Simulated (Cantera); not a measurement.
An isothermal, constant-pressure homogeneous reactor starts with NO : N2 = 1 : 5.4 (molar parts), at 1775 K and 1.00 atm. Integrator tolerance rtol = 1e-08.

Detailed kinetics in Cantera: GRI-Mech 3.0 (53 species, 325 reactions).

Task: What does this change do: temperature 1775 to 2098 K?

Result: 
```
quantity                                          before                                      after
---------------  ---------------------------------------  -----------------------------------------
x(NO) at 300 s   0.00278 (gas-phase equilibrium 0.00250)    0.00640 (gas-phase equilibrium 0.00640)
x(O2) at 300 s     0.0767 (gas-phase equilibrium 0.0769)      0.0747 (gas-phase equilibrium 0.0747)
x(N2) at 300 s       0.920 (gas-phase equilibrium 0.921)        0.919 (gas-phase equilibrium 0.919)
x(O) at 300 s    2.65e-5 (gas-phase equilibrium 2.65e-5)  0.000374 (gas-phase equilibrium 0.000374)
x(N2O) at 300 s  1.58e-7 (gas-phase equilibrium 1.57e-7)    3.89e-7 (gas-phase equilibrium 3.89e-7)
x(NO2) at 300 s  4.46e-6 (gas-phase equilibrium 4.03e-6)    5.66e-6 (gas-phase equilibrium 5.66e-6)
```
